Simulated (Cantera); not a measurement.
A counterflow diffusion flame at 1.01 bar, nozzles 20 mm apart: fuel side CH₄ : C₂H₆ : C₃H₈ : N₂ = 1 : 1.5 : 0.086 : 0.44 (molar parts) at 573 K, oxidiser side O₂ : N₂ = 0.2 : 0.8 (molar parts) at 750 K, fuel mass flux 1.2 times the oxidiser's; mixture-averaged transport, no radiation.

Cantera simulation using GRI-Mech 3.0 (53 species, 325 reactions); the numbers are that mechanism's predictions, not measurements. GRI-Mech 3.0 has no aromatics or soot, which form on the fuel side of real flames. The maximum strain rate includes the flame's own expansion and is several times the mean.

x: mole fraction; the columns are a selection and need not sum to one.

```csv
oxidiser flux (kg/m²/s),max strain (1/s),mean strain (1/s),T max (K),peak x OH,peak x H,peak x NO,peak x CO,peak x C₂H₂
0.25,258,54.3,2168,0.00916,0.00512,0.000339,0.0641,0.0359
0.35,354,76.1,2148,0.00914,0.00544,0.000314,0.0634,0.0343
0.49,485,106,2129,0.00910,0.00577,0.000288,0.0630,0.0328
0.68,660,148,2111,0.00904,0.00609,0.000262,0.0627,0.0312
0.95,901,206,2092,0.00891,0.00639,0.000232,0.0626,0.0296
1.3,1210,282,2072,0.00871,0.00661,0.000201,0.0626,0.0278
1.8,1630,391,2048,0.00841,0.00677,0.000167,0.0628,0.0256
2.5,2200,543,2020,0.00797,0.00682,0.000131,0.0634,___
3.5,3000,761,1987,0.00739,0.00670,9.42e-5,0.0645,___
4.9,4070,1060,1943,0.00656,0.00627,5.86e-5,0.0659,___
```

Problem. What belongs in the gaps?

Solution. 
- 2.5, peak x C₂H₂: 0.0231
- 3.5, peak x C₂H₂: 0.0201
- 4.9, peak x C₂H₂: 0.0163
